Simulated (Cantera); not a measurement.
Mixture: 21.0 % CH3OH, 16.6 % O2, 62.4 % N2, at 0.563 atm, adiabatic and at constant pressure. Ignition delay is the time to a rise of 400 K.

Model: GRI-Mech 3.0 (53 species, 325 reactions), integrated in Cantera. GRI-Mech 3.0 was tuned for natural gas; its chemistry of methanol as a main component is partial and can be far from experiment.

Q: Predict: delay at 1300 K; delay at 1450 K; delay at 1600 K; delay at 1750 K; apparent activation energy between 1675 and 1825 K.

A: 
* **delay at 1300 K**: 3.04 ms
* **delay at 1450 K**: 0.501 ms
* **delay at 1600 K**: 0.129 ms
* **delay at 1750 K**: 45.2 µs
* **apparent activation energy between 1675 and 1825 K**: 160 kJ/mol
